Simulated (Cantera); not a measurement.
A closed system holds: 1 mol acetone, 0.015 mol NH₃, 7.8 mol H₂, equilibrated at 2773 K.

These are equilibrium values from Cantera (NASA tables, ideal gas, pure condensed phases), not measurements of a reactor. Candidate condensed phases: C, C₆H₆, C₇H₈, C₈H₁₈, H₂O; 136 gas species. The feed counts by its element totals alone. The ideal-gas law is rough above about 30 bar. Rates play no part.

Question: What share of the C ends up in condensed phases as a function of P (Pa), at 10, 100, 1000, 10000, 100000, 1000000, 10000000?

Answer: 
```
P (Pa)    C condensed (%)           as
--------  ---------------  -----------
10                    0.0            -
100                   3.0  C(graphite)
1000                 46.1  C(graphite)
10000                46.0  C(graphite)
100000               44.8  C(graphite)
1000000              44.0  C(graphite)
10000000             40.6  C(graphite)
```
